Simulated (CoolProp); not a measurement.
Properties of carbon dioxide along the isotherm -51.55 °C.

Values from CoolProp's reference Helmholtz-energy equation of state, Span 1996.

```
p (MPa)   phase  cp (kJ/(kg K))  expansivity (1/kK)  viscosity (µPa s)  fugacity coefficient
-------  ------  --------------  ------------------  -----------------  --------------------
0.035       gas          0.7671               4.584               11.2                0.9954
0.0528      gas          0.7710               4.620               11.2                0.9930
0.0796      gas          0.7771               4.677               11.2                0.9895
0.12        gas          0.7864               4.765               11.2                0.9842
0.181       gas          0.8011               4.903               11.2                0.9761
0.273       gas          0.8247               5.128               11.2                0.9640
0.412       gas          0.8644               5.509               11.2                0.9456
0.622       gas          0.9344               6.205               11.1                0.9178
0.939    liquid           1.964               3.208                234                0.6281
1.42     liquid           1.960               3.187                235                0.4195
2.14     liquid           1.955               3.157                236                0.2825
3.22     liquid           1.947               3.114                238                0.1920
4.86     liquid           1.936               3.051                242                0.1315
7.34     liquid           1.921               2.964                247               0.09159
11.1     liquid           1.900               2.844                254               0.06536
```

Viscosity comes from a separate model (Laesecke 2017).
